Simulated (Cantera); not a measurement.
A Cantera script and what it prints.

```python
import numpy as np
import cantera as ct

gas_names = """
    H H2 N NH NH2 NH3 N2 N2H2 N2H4 Si SiH SiH2 SiH3 SiH4 SiN Si2 Si2N Si3
""".split()
cond_names = """
    Si(cr) Si(L) Si3N4(a)
""".split()


# ... load() reads the species with a 1 bar reference pressure and builds the phases ...
atoms = {
    'trisilylamine': {'Si': 3, 'N': 1, 'H': 9},
    'NH3': {'N': 1, 'H': 3},
    'N2': {'N': 2},
}
top_T = {'Si3N4(a)': 2400}  # K; cautious upper limits of use, not melting points


# ... equilibrate(T, P, feed) seeds the gas with the atoms and calls Mixture.equilibrate('TP', solver="vcs", rtol=1e-11, max_steps=5000) ...
results = []
feed = {'trisilylamine': 1, 'NH3': 25, 'N2': 45}  # mol
P = 133.322  # Pa
for T in [1375, 1450, 1525, 1600, 1675, 1750, 1825]:
    mix = equilibrate(T, P, feed)
    results.append((T, P, feed, dict(zip(mix.species_names, mix.species_moles))))

top = {s: max(r[3][s] / sum(r[3][g] for g in gas_names) for r in results) for s in gas_names}
cols = sorted((s for s in top if top[s] > 1e-05), key=lambda s: -top[s])[:6]
seen = [c for c in cond_names if any(r[3].get(c, 0) > 1e-12 for r in results)]
print("log10 of partial pressures in bar; condensed amounts in mol")
print(f"{'T/K':>10s}" + "".join(f"{s[:9]:>10s}" for s in cols + seen))
for T, P, feed, n in results:
    ng = sum(n[g] for g in gas_names)
    print(f"{T:10.4g}" + "".join(f"{np.log10(max(n[s] / ng * P / 1e5, 1e-99)):10.3f}" for s in cols)
          + "".join(f"{n.get(c, 0):10.4g}" for c in seen))
```

It prints:

```
log10 of partial pressures in bar; condensed amounts in mol
       T/K        N2        H2         H        Si       SiH      Si2N    Si(cr)     Si(L)  Si3N4(a)
      1375    -3.118    -3.243    -7.087   -10.969   -11.840   -13.645         0         0         1
      1450    -3.118    -3.243    -6.646    -9.611   -10.633   -11.915         0         0         1
      1525    -3.118    -3.243    -6.248    -8.388    -9.547   -10.358         0         0    0.9999
      1600    -3.118    -3.244    -5.887    -7.282    -8.565    -8.951         0         0    0.9985
      1675    -3.112    -3.254    -5.562    -6.363    -7.764    -7.844     2.963         0         0
      1750    -3.113    -3.255    -5.261    -5.824    -7.330    -7.437         0     2.874         0
      1825    -3.115    -3.259    -4.986    -5.342    -6.945    -7.091         0     2.624         0
```

Cantera equilibrium calculation (NASA polynomials, part measured and part estimated; ideal gas, pure solids and liquids). The feed counts by its element totals alone. The tables' values for SiN are old estimates; treat these amounts as uncertain. Gases not in the tables: Si2H6 and higher silanes.
